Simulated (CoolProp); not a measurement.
Vapour-liquid equilibrium of R113 (1) + acetone (2) at 0.845 MPa; x and y are mole fractions of (1).

Computed with CoolProp (multi-fluid Helmholtz-energy mixture model, Marx 1992 and Lemmon 2006; pair parameters Bell 2016).

```
x     bubble temperature, mixture model (K)  bubble temperature, Raoult's law (K)  y, mixture model  y, Raoult's law
----  -------------------------------------  ------------------------------------  ----------------  ---------------
0.05                                  406.2                                 408.1             0.083            0.054
0.2                                   401.6                                 407.4             0.273            0.215
0.35                                  398.9                                 406.8             0.412            0.371
0.5                                   397.7                                 406.1             0.526            0.524
0.65                                  397.6                                 405.4             0.635            0.671
0.8                                   398.7                                 404.7             0.758            0.815
0.95                                  401.9                                 404.0             0.925            0.954
```

The largest gap from Raoult's law is -8.4 K in bubble temperature, at x = 0.5. y crosses x between x = 0.5 and 0.65: the model has an azeotrope there.

The pair parameters rest on a limited set of measurements; away from them the model extrapolates.
